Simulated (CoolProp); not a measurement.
Vapour-liquid equilibrium of propane (1) + sulfur dioxide (2) at 26.65 °C; x and y are mole fractions of (1).

Values from CoolProp's multi-fluid Helmholtz-energy mixture model, Lemmon 2009 and Gao 2016; pair parameters Bell 2016.

Q: Give the bubble pressure and the first vapour's composition at x = 0.25, 0.65, 0.95. Is there an azeotrope?

A: x = 0.25: 1.111 MPa, y = 0.637; x = 0.65: 1.146 MPa, y = 0.681; x = 0.95: 1.051 MPa, y = 0.911. y crosses x between x = 0.65 and 0.75: the model has an azeotrope there.

Pair parameters are fitted to limited data, so mixtures are less certain than the pure fluids. With so large a gap from Raoult's law the liquid may split in two, which this calculation doesn't test in full.
